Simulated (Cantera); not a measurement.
A perfectly stirred reactor is fed with CH₄ : O₂ : N₂ = 0.019 : 0.0034 : 1 (molar parts), equivalence ratio 11, at 5.00 bar; it is held at 1375 K, and followed from long to short residence time.

Computed with Cantera and GRI-Mech 3.0 (53 species, 325 reactions). GRI-Mech 3.0 stops at C3 and has no aromatics, soot or wall deposition, so with more carbon than oxygen in the feed, carbon stays in small species such as C2H2 where larger ones or solid carbon would form.

Q: What does this change do: temperature 1375 to 1300 K?

A: 
```csv
quantity,before,after
x(CH₄) at τ = 1.70 s,0.0128,0.0151
x(O₂) at τ = 1.70 s,0.000377,0.00104
x(CH₃) at τ = 1.70 s,4.71e-6,2.79e-6
x(CH₂) at τ = 1.70 s,5.51e-10,2.00e-10
x(N₂O) at τ = 1.70 s,8.31e-10,1.82e-9
x(CH₄) at τ = 0.120 s,0.0171,0.0184
x(O₂) at τ = 0.120 s,0.00262,0.00325
x(CH₃) at τ = 0.120 s,8.43e-6,2.09e-6
x(CH₂) at τ = 0.120 s,3.41e-10,5.08e-12
x(N₂O) at τ = 0.120 s,2.20e-9,6.47e-10
```

Q: What does this change do: temperature 1375 to 1550 K?

A: 
```tsv
quantity	before	after
x(CH₄) at τ = 1.70 s	0.0128	0.00469
x(O₂) at τ = 1.70 s	0.000377	2.65e-5
x(CH₃) at τ = 1.70 s	4.71e-6	9.63e-6
x(CH₂) at τ = 1.70 s	5.51e-10	1.62e-9
x(N₂O) at τ = 1.70 s	8.31e-10	9.54e-11
x(CH₄) at τ = 0.120 s	0.0171	0.0100
x(O₂) at τ = 0.120 s	0.00262	0.000374
x(CH₃) at τ = 0.120 s	8.43e-6	2.80e-5
x(CH₂) at τ = 0.120 s	3.41e-10	9.56e-9
x(N₂O) at τ = 0.120 s	2.20e-9	9.99e-10
```
